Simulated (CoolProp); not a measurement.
The fluid at 403.43 K and 11.2 MPa is compressed adiabatically to 17.7 MPa with isentropic efficiency 0.75. The same conditions are run with several fluids, on thermodynamics alone (safety and materials aside).

The numbers come from the reference Helmholtz-energy equation of state of each fluid (R410A: Lemmon 2003; sulfur hexafluoride: Guder 2009; carbonyl sulfide: Lemmon 2006; dimethyl ether: Wu 2011; C3F8 (R218): Lemmon 2006) in CoolProp. Blends and air are pseudo-pure fits.

```
fluid                work (kJ/kg)  final temperature (K)  final density (kg/m³)
-------------------  ------------  ---------------------  ---------------------
R410A                        16.0                  429.7                    596
sulfur hexafluoride          10.1                  423.0                    948
carbonyl sulfide             13.6                  424.1                    657
dimethyl ether               17.3                  412.9                    511
C3F8 (R218)                  8.46                  413.9                   1070
```
